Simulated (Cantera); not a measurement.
An isothermal, constant-pressure homogeneous reactor starts with 19.5 % H2, 11.5 % O2, 69.0 % N2, at 1098 K and 750 Torr.

Computed with Cantera and the H2/O2 subset of GRI-Mech 3.0, which has no nitrogen chemistry. The temperature is held fixed by assumption; the heat of reaction is taken as removed at once.

One state of this run: x H2 = 0.000469; x O2 = 0.0193; x H2O2 = 1.00e-6; x H = 3.65e-7; x O = 3.66e-7; x OH = 3.25e-6; x HO2 = 8.48e-6. x: mole fraction; the columns are a selection and need not sum to one.

### Question
Which value of t (s) does it belong to?
A. 3.12e-5
B. 0.0148
C. 0.00529
D. 0.322

### Answer
B, 0.0148
